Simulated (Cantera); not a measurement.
What does this Cantera script print?

```python
import numpy as np
import cantera as ct

gas = ct.Solution("gri30.yaml")
gas.TPX = 600, 101325, {'CH4': 1, 'CO': 1.2, 'O2': 1.73, 'N2': 16.3, 'CO2': 2}
inlet = ct.Reservoir(gas, clone=True)
gas.equilibrate("HP")  # start burning
reactor = ct.IdealGasConstPressureReactor(gas, energy="on", clone=False)
exhaust = ct.Reservoir(gas, clone=True)
tau = [0.076, 0.021, 0.006, 0.0017, 0.00048, 0.00014, 3.8e-05, 1.1e-05, 3.1e-06][0]
for a, b in ((inlet, reactor), (reactor, exhaust)):
    ct.MassFlowController(a, b, mdot=lambda t: reactor.mass / tau)
net = ct.ReactorNet([reactor])
show = ['CH4', 'CO', 'O2', 'C2H', 'H', 'CH2']

rows = []
print(f"{'tau/s':>10s}{'T/K':>9s}" + "".join(f"{s:>11s}" for s in show))
for tau in [0.076, 0.021, 0.006, 0.0017, 0.00048, 0.00014, 3.8e-05, 1.1e-05, 3.1e-06]:
    net.initial_time = 0.0
    net.advance(30 * tau)
    before = gas.X
    net.advance(40 * tau)
    drift = np.max(np.abs(gas.X - before) / (gas.X + 1e-9))
    rows.append([gas.T, *gas[show].X, drift])
    print(f"{tau:10.3e}{gas.T:9.1f}" + "".join(f"{x:11.3e}" for x in gas[show].X))
```

It prints:

```
     tau/s      T/K        CH4         CO         O2        C2H          H        CH2
 7.600e-02   1357.4  2.855e-03  6.090e-02  5.990e-03  5.028e-10  3.146e-05  8.993e-08
 2.100e-02    600.0  4.498e-02  5.398e-02  7.782e-02 -1.093e-39  9.412e-19  4.436e-30
 6.000e-03    600.0  4.498e-02  5.398e-02  7.782e-02  4.867e-43  9.249e-19  1.225e-30
 1.700e-03    600.0  4.498e-02  5.398e-02  7.782e-02 -8.131e-46  8.878e-19  3.198e-31
 4.800e-04    600.0  4.498e-02  5.398e-02  7.782e-02 -4.088e-49  7.799e-19  7.547e-32
 1.400e-04    600.0  4.498e-02  5.398e-02  7.782e-02 -3.714e-51  5.470e-19  2.328e-32
 3.800e-05    600.0  4.498e-02  5.398e-02  7.782e-02 -6.112e-53  2.391e-19  3.000e-32
 1.100e-05    600.0  4.498e-02  5.398e-02  7.782e-02 -1.204e-54  6.841e-20  6.481e-33
 3.100e-06    600.0  4.498e-02  5.398e-02  7.782e-02 -2.613e-56  1.165e-20  2.623e-33
```

Detailed kinetics in Cantera: GRI-Mech 3.0 (53 species, 325 reactions).
